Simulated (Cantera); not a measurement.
## Silicon nitride deposition: SiH₄ + NH₃

Input: 1 mol SiH₄, 7.1 mol NH₃, at 0.0690 bar.

Cantera equilibrium calculation (NASA polynomials, part measured and part estimated; ideal gas, pure solids and liquids). Candidate condensed phases: Si, Si₃N₄; 18 gas species. The tables' values for SiN are old estimates; treat these amounts as uncertain. Gases not in the tables: Si₂H₆ and higher silanes. Equilibrium is a limit: real reactors are often held back by kinetics, nucleation or transport.

From 1648 K to 1798 K the condensed part is Si₃N₄(s). From 1848 K to 1998 K the condensed part is Si(l). The main Si-bearing gas is SiH₂ at 1648 K and Si at 1998 K.

| T (K) | x H₂ | x N₂ | x H | x Si | x SiH | n Si₃N₄(s) | n Si(l) |
|---|---|---|---|---|---|---|---|
| 1648 | 0.814 | 0.186 | 0.000306 | 5.21e-7 | 2.27e-7 | 0.333 | 0 |
| 1698 | 0.814 | 0.186 | 0.000497 | 2.28e-6 | 8.42e-7 | 0.333 | 0 |
| 1748 | 0.814 | 0.186 | 0.000785 | 9.17e-6 | 2.89e-6 | 0.333 | 0 |
| 1798 | 0.813 | 0.186 | 0.00121 | 3.41e-5 | 9.26e-6 | 0.333 | 0 |
| 1848 | 0.779 | 0.219 | 0.00178 | 9.09e-5 | 2.10e-5 | 0 | 0.997 |
| 1898 | 0.778 | 0.219 | 0.00263 | 0.000178 | 3.60e-5 | 0 | 0.995 |
| 1948 | 0.777 | 0.219 | 0.00379 | 0.000337 | 5.99e-5 | 0 | 0.992 |
| 1998 | 0.775 | 0.218 | 0.00538 | 0.000616 | 9.72e-5 | 0 | 0.986 |
x: gas mole fraction; n: condensed amount in mol.
